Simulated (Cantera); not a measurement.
Input (Python, Cantera) and output of one run.

```python
import numpy as np
import cantera as ct

gas_names = """
    H2 H2O2
""".split()
cond_names = """
    BaO(s) BaO(L) BaO2H2(s) BaO2H2(L)
""".split()


def load(file, names, dense=False):
    # The tables refer to 1 bar. Condensed volumes are neglected.
    table = {s.name: s for s in ct.Species.list_from_file(file)}
    out = []
    for n in names:
        d = dict(table[n].input_data)
        d["thermo"] = dict(d["thermo"], **{"reference-pressure": 1e5})
        if dense:
            d["equation-of-state"] = {"model": "constant-volume", "density": "1e6 g/cm^3"}
        out.append(ct.Species.from_dict(d))
    return out


species = {s.name: s for s in load("nasa_gas.yaml", gas_names) + load("nasa_condensed.yaml", cond_names)}
# Each term lists the table entries of one substance; the one whose range holds T is used.
reactions = {
    '2 BaO + H2(g) + H2O2(g) = 2 Ba(OH)2':
        [(-2, ['BaO(s)', 'BaO(L)']), (-1, ['H2']), (-1, ['H2O2']), (2, ['BaO2H2(s)', 'BaO2H2(L)'])],
}


def pick(names, T):
    return next(species[n] for n in names if species[n].thermo.min_temp <= T <= species[n].thermo.max_temp)


results = []
for label, terms in reactions.items():
    print(label)
    print("     T/K   dH/kJ  dS/(J/K)   dG/kJ   log10 K")
    for T in [1300, 1400, 1500, 1600, 1700, 1800, 1900, 2000, 2100]:
        used = [(nu, pick(names, T)) for nu, names in terms]
        dH = sum(nu * s.thermo.h(T) for nu, s in used) / 1e6
        dS = sum(nu * s.thermo.s(T) for nu, s in used) / 1e3
        dG = dH - T * dS / 1e3
        logK = -dG * 1e6 / (ct.gas_constant * T * np.log(10))
        results.append((label, T, dH, dS, dG, logK, [s.name for _, s in used]))
        print(f"{T:8g} {dH:8.1f} {dS:8.1f} {dG:8.1f} {logK:8.2f}")
```

Output:

```
2 BaO + H2(g) + H2O2(g) = 2 Ba(OH)2
     T/K   dH/kJ  dS/(J/K)   dG/kJ   log10 K
    1300   -559.7   -154.1   -359.4    14.44
    1400   -553.4   -149.5   -344.2    12.84
    1500   -547.4   -145.3   -329.5    11.47
    1600   -541.7   -141.6   -315.1    10.29
    1700   -536.3   -138.3   -301.1     9.25
    1800   -531.1   -135.4   -287.4     8.34
    1900   -526.2   -132.7   -274.0     7.53
    2000   -521.6   -130.3   -260.9     6.81
    2100   -517.1   -128.2   -248.0     6.17
```

Source: NASA polynomial tables (part measured, part estimated), evaluated in Cantera. Condensed species are held in their standard states even where they would react or evaporate.
